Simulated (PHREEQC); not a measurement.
## Leach liquor (model solution)

Make-up at 70 °C: 0.085 mol/kgw HCl, 0.094 mol/kgw CuSO4 and 0.0014 mol/kgw MgSO4. It is in equilibrium with CO2 at log p = -3.4 (atm). Otherwise closed; pH follows from the charge balance.

Model: ion-association model, wateq4f.dat, run in PHREEQC.

Each row changes one thing in this solution. No solid was allowed to form.

```
case                                            pH  ionic strength (mol/kgw)  Cl- (mol/kgw)  HSO4- (mol/kgw)  SO4-2 (mol/kgw)  HCO3- (mol/kgw)
--------------------------------------------  ----  ------------------------  -------------  ---------------  ---------------  ---------------
as made                                       1.61                     0.237         0.0657           0.0537           0.0208         1.59e-10
MgSO4 replaced by KHSO4 at the same molality  1.61                     0.237         0.0657           0.0545           0.0207         1.56e-10
MgSO4 left out                                1.61                         …         0.0656           0.0535           0.0205         1.58e-10
HCl from 0.085 to 0.425 mol/kgw               0.60                     0.501          0.362                …          0.00422         1.63e-11
CuSO4 left out                                1.16                    0.0880         0.0850          0.00125         0.000131         5.20e-11
```

Task: Some entries are withheld; supply them.

Result: 
- MgSO4 left out, ionic strength (mol/kgw): 0.236
- HCl from 0.085 to 0.425 mol/kgw, HSO4- (mol/kgw): 0.0896

Constants without temperature data keep their 25 °C values here.
